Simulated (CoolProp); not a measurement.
Vapour-liquid equilibrium of ethylene (1) + isobutane (2) at 0.0448 MPa; x and y are mole fractions of (1).

Values from CoolProp's multi-fluid Helmholtz-energy mixture model, Smukala 2000 and Bücker 2006; pair parameters Bell 2016.

```
x     bubble temperature (°C)  y at the bubble point  dew temperature at overall composition x (°C)  liquid density (mol/L)
----  -----------------------  ---------------------  ---------------------------------------------  ----------------------
0.05                    -56.2                  0.748                                          -31.9                   11.27
0.2                     -86.3                  0.975                                          -35.5                   12.68
0.35                    -98.0                  0.993                                          -39.6                   13.92
0.5                    -104.9                  0.997                                          -44.5                   15.24
0.65                   -109.6                  0.999                                          -50.8                   16.70
0.8                    -113.1                  1.000                                          -59.9                   18.34
0.95                   -115.7                  1.000                                          -78.6                   20.19
```

No azeotrope shows between x = 0.05 and 0.95.

Pair parameters are fitted to limited data, so mixtures are less certain than the pure fluids.
